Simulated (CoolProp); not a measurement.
Model: reference Helmholtz-energy equation of state, Lemmon 2005, in CoolProp. It is a short technical equation, of lower accuracy than the large ones.

Task: For 1-butene, give the phase and the cp (kJ/(kg K)) at 121.25 °C and 2390 kPa; -131.25 °C and 476 kPa; -18.75 °C and 18.8 kPa.

Result: 
- 121.25 °C and 2390 kPa: gas; cp 2.85
- -131.25 °C and 476 kPa: liquid; cp 1.89
- -18.75 °C and 18.8 kPa: gas; cp 1.37
